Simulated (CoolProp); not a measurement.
Values from CoolProp's reference Helmholtz-energy equation of state, Wu 2011.

Give the vapour pressure (MPa), surface tension (mN/m), vapour viscosity (µPa s) of saturated dimethyl ether at 316.3 K.


```csv
T (K),p (MPa),surface tension (mN/m),vapour viscosity (µPa s)
316.3,0.965,8.85,9.91
```

Viscosity comes from a separate model (Meng 2012). Surface tension comes from a separate correlation (Mulero 2012).
